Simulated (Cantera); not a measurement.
Charge: 1 mol SiCl₄, 0.4 mol NO, 1.2 mol H₂, equilibrated at 652 °C and 97.5 Torr.

Equilibrium computed with Cantera from the NASA thermochemical tables; the gas is ideal and each condensed phase is pure. Candidate condensed phases: H₂O, NH₄Cl, Si, SiO₂, Si₂N₂O, Si₃N₄; 47 gas species. Kinetics and transport are ignored.

Base state: HCl 0.730, SiCl₄ 0.188, H₂ 0.0799, N₂ 0.00193, SiHCl₃ 7.48e-5 (mole fractions); condensed: SiO₂(β-quartz) + Si₂N₂O(s).

What changes in the equilibrium state with this change: temperature from 652 °C to 925 °C?


| species | before | after |
|---|---|---|
| HCl | 0.730 | 0.705 |
| SiCl₄ | 0.188 | 0.194 |
| H₂ | 0.0799 | 0.0930 |
| SiCl₂ | 4.27e-9 | 3.75e-5 |
| SiCl₃ | 4.50e-6 | 0.000907 |
| SiHCl₃ | 7.48e-5 | 0.000689 |
| N₂ | 0.00193 | 0.00664 |
| SiO₂(β-quartz), mol | 0.103 | 0.109 |
| Si₂N₂O(s), mol | 0.195 | 0.182 |
Mutual solubility and eutectic melting of coexisting phases are not modelled. The tables' values for SiCl₃ are old estimates; treat these amounts as uncertain. The tables hold silica as quartz up to 1696 K and as liquid above; real silica turns to tridymite and cristobalite and melts near 1996 K.

What changes in the equilibrium state with this change: NO from 0.4 to 26 mol?


| species | before | after |
|---|---|---|
| N₂ | 0.00193 | 0.464 |
| O₂ | <1e-9 | 0.422 |
| HCl | 0.730 | 0.0605 |
| SiCl₄ | 0.188 | <1e-9 |
| H₂ | 0.0799 | <1e-9 |
| Cl₂ | <1e-9 | 0.0411 |
| H₂O | 5.00e-7 | 0.0126 |
| SiHCl₃ | 7.48e-5 | <1e-9 |
| Cl | 1.80e-9 | 6.50e-5 |
| SiO₂(β-quartz), mol | 0.103 | 1.00 |
| Si₂N₂O(s), mol | 0.195 | 0 |

What changes in the equilibrium state with this change: temperature from 652 °C to 1102 °C?


| species | before | after |
|---|---|---|
| HCl | 0.730 | 0.687 |
| SiCl₄ | 0.188 | 0.190 |
| H₂ | 0.0799 | 0.0999 |
| N₂ | 0.00193 | 0.0113 |
| SiCl₂ | 4.27e-9 | 0.00186 |
| Cl | 1.80e-9 | 1.71e-5 |
| SiO₂(β-quartz), mol | 0.103 | 0.115 |
| Si₂N₂O(s), mol | 0.195 | 0.170 |
Mutual solubility and eutectic melting of coexisting phases are not modelled. The tables' values for SiCl₃ are old estimates; treat these amounts as uncertain. The tables hold silica as quartz up to 1696 K and as liquid above; real silica turns to tridymite and cristobalite and melts near 1996 K.
